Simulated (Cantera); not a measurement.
An adiabatic, constant-pressure homogeneous reactor starts with H2 : O2 : N2 = 1 : 0.217 : 1.22 (molar parts), equivalence ratio 2.3, at 1125 K and 0.710 bar. Integrator tolerance rtol = 1e-08.

Computed with Cantera and the H2/O2 subset of GRI-Mech 3.0, which has no nitrogen chemistry.

Task: What does this change do: constant volume in place of constant pressure?

Result: 
```tsv
quantity	before	after
time of steepest temperature rise	0.142 ms	0.139 ms
temperature at 0.500 s	2364 K	2595 K
equilibrium temperature	2364 K	2595 K
x(H2) at 0.500 s	0.250 (gas-phase equilibrium 0.250)	0.246 (gas-phase equilibrium 0.246)
x(O2) at 0.500 s	7.45e-6 (gas-phase equilibrium 7.45e-6)	3.47e-5 (gas-phase equilibrium 3.47e-5)
x(H2O2) at 0.500 s	2.30e-9 (gas-phase equilibrium 2.30e-9)	1.18e-8 (gas-phase equilibrium 1.18e-8)
x(H) at 0.500 s	0.00798 (gas-phase equilibrium 0.00798)	0.0153 (gas-phase equilibrium 0.0153)
x(HO2) at 0.500 s	5.77e-9 (gas-phase equilibrium 5.77e-9)	4.05e-8 (gas-phase equilibrium 4.05e-8)
x(OH) at 0.500 s	0.00108 (gas-phase equilibrium 0.00108)	0.00273 (gas-phase equilibrium 0.00273)
x(O) at 0.500 s	2.32e-5 (gas-phase equilibrium 2.32e-5)	0.000110 (gas-phase equilibrium 0.000110)
```

Task: What does this change do: initial temperature 1125 to 1173 K?

Result: 
```tsv
quantity	before	after
time of steepest temperature rise	0.142 ms	0.105 ms
temperature at 0.500 s	2364 K	2397 K
equilibrium temperature	2364 K	2397 K
x(H2) at 0.500 s	0.250 (gas-phase equilibrium 0.250)	0.250 (gas-phase equilibrium 0.250)
x(O2) at 0.500 s	7.45e-6 (gas-phase equilibrium 7.45e-6)	1.06e-5 (gas-phase equilibrium 1.06e-5)
x(H2O2) at 0.500 s	2.30e-9 (gas-phase equilibrium 2.30e-9)	2.97e-9 (gas-phase equilibrium 2.97e-9)
x(H) at 0.500 s	0.00798 (gas-phase equilibrium 0.00798)	0.00936 (gas-phase equilibrium 0.00936)
x(HO2) at 0.500 s	5.77e-9 (gas-phase equilibrium 5.77e-9)	8.28e-9 (gas-phase equilibrium 8.28e-9)
x(OH) at 0.500 s	0.00108 (gas-phase equilibrium 0.00108)	0.00132 (gas-phase equilibrium 0.00132)
x(O) at 0.500 s	2.32e-5 (gas-phase equilibrium 2.32e-5)	3.32e-5 (gas-phase equilibrium 3.32e-5)
```
